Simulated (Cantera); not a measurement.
An adiabatic, constant-pressure homogeneous reactor starts with CH3OH : O2 : N2 = 1 : 1.7 : 12 (molar parts), at 1300 K and 1.01 bar.

Cantera simulation using GRI-Mech 3.0 (53 species, 325 reactions); the numbers are that mechanism's predictions, not measurements. GRI-Mech 3.0 was tuned for natural gas; its chemistry of methanol as a main component is partial and can be far from experiment.

Question: Predict: time of steepest temperature rise; temperature at 0.600 s; equilibrium temperature; x(O2) at 0.600 s; x(HO2) at 0.600 s.

Answer: 
- time of steepest temperature rise = 2.67 ms
- temperature at 0.600 s = 2332 K
- equilibrium temperature = 2332 K
- x(O2) at 0.600 s = 0.0143 (gas-phase equilibrium 0.0143)
- x(HO2) at 0.600 s = 1.34e-6 (gas-phase equilibrium 1.34e-6)
